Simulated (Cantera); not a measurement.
Mixture: CO : H2 : CH4 : O2 : N2 = 1 : 0.19 : 0.46 : 0.842 : 4.46 (molar parts), equivalence ratio 1.8, at 67000 Pa, adiabatic and at constant pressure. Ignition delay is the time to a rise of 400 K.

Model: GRI-Mech 3.0 (53 species, 325 reactions), integrated in Cantera.

**Question.** What does this change do: pressure from 67000 Pa to 1100000 Pa?

**Answer.** 
| quantity | before | after |
|---|---|---|
| delay at 1275 K | 3.79 ms | 0.422 ms |
| delay at 1375 K | 1.57 ms | 0.202 ms |
| delay at 1475 K | 0.736 ms | 97.5 µs |
| delay at 1575 K | 0.387 ms | 48.4 µs |
| delay at 1675 K | 0.222 ms | 25.1 µs |
| delay at 1775 K | 0.135 ms | 13.7 µs |
| delay at 1875 K | 85.4 µs | 7.89 µs |
| apparent activation energy between 1675 and 1875 K | 120 kJ/mol | 150 kJ/mol |
